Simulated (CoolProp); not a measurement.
Vapour-liquid equilibrium of dimethyl ether (1) + R236EA (2) at 320.8 K; x and y are mole fractions of (1).

Values from CoolProp's multi-fluid Helmholtz-energy mixture model, Wu 2011 and Rui 2013; pair parameters Bell 2016.

Task: Give the bubble pressure and the first vapour's composition at x = 0.25, 0.65, 0.75. Is there an azeotrope?

Result: x = 0.25: 453.7 kPa, y = 0.311; x = 0.65: 672.8 kPa, y = 0.832; x = 0.75: 778.3 kPa, y = 0.908. No azeotrope shows between x = 0.05 and 0.95.

The pair parameters rest on a limited set of measurements; away from them the model extrapolates.
